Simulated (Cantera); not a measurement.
# Catalytic stagnation flow on Pt

A jet of CH4 : O2 : N2 = 0.036 : 0.062 : 0.79 (molar parts), equivalence ratio 1.2 at 300 K and 0.230 bar hits a platinum plate 2.4 cm away at a mass flux of 0.024 kg/m²/s; the plate temperature is set and raised in steps from an oxygen-covered start.

Cantera simulation using Deutschmann's 1995 Pt surface mechanism with GRI-Mech 3.0 gas chemistry; the numbers are that mechanism's predictions, not measurements. Catalytic surfaces can have several steady states; this one follows from the mechanism file's or the stated starting coverage.

```
plate T (K)  wall x CH4  wall x O2  wall x H2O  wall x OH  wall x CO  wall x CO2  θ free Pt      θ H*   θ CO*      θ C*
-----------  ----------  ---------  ----------  ---------  ---------  ----------  ---------  --------  ------  --------
900             0.00299    0.00132      0.0694      <1e-8     0.0215      0.0207      0.529  0.000165   0.467   0.00364
950             0.00193   0.000915      0.0710      <1e-8     0.0250      0.0180      0.658  0.000394   0.338   0.00418
1000            0.00137   0.000696      0.0711      <1e-8     0.0260      0.0174      0.779  0.000733   0.217   0.00367
1050            0.00110   0.000588      0.0697      <1e-8     0.0250      0.0189      0.872   0.00106   0.124   0.00249
1100           0.000983   0.000544      0.0674      <1e-8     0.0227      0.0218      0.932   0.00125  0.0655   0.00142
1150           0.000958   0.000545      0.0647    1.09e-8     0.0200      0.0250      0.964   0.00132  0.0334  0.000776
1200           0.000956   0.000558      0.0623    2.68e-8     0.0171      0.0283      0.982   0.00132  0.0167  0.000411
```
x: mole fraction at the wall; θ: surface coverage.
